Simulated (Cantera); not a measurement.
An adiabatic, constant-volume homogeneous reactor starts with CH₄ : O₂ : N₂ = 1 : 1.67 : 6.27 (molar parts), equivalence ratio 1.2, at 1423 K and 0.220 bar. Integrator tolerance rtol = 1e-08.

Detailed kinetics in Cantera: GRI-Mech 3.0 (53 species, 325 reactions).

Task: What does this change do: initial temperature 1423 to 1800 K?

Result: 
| quantity | before | after |
|---|---|---|
| time of steepest temperature rise | 8.45 ms | 0.443 ms |
| temperature at 0.100 s | 2776 K | 2848 K |
| equilibrium temperature | 2776 K | 2848 K |
| x(CH₄) at 0.100 s | <1e-12 (gas-phase equilibrium <1e-12) | <1e-12 (gas-phase equilibrium <1e-12) |
| x(O₂) at 0.100 s | 0.0116 (gas-phase equilibrium 0.0116) | 0.0149 (gas-phase equilibrium 0.0149) |
| x(O) at 0.100 s | 0.00783 (gas-phase equilibrium 0.00783) | 0.0129 (gas-phase equilibrium 0.0129) |
| x(C₂H₆) at 0.100 s | <1e-12 (gas-phase equilibrium <1e-12) | <1e-12 (gas-phase equilibrium <1e-12) |
| x(H₂) at 0.100 s | 0.0393 (gas-phase equilibrium 0.0393) | 0.0443 (gas-phase equilibrium 0.0443) |
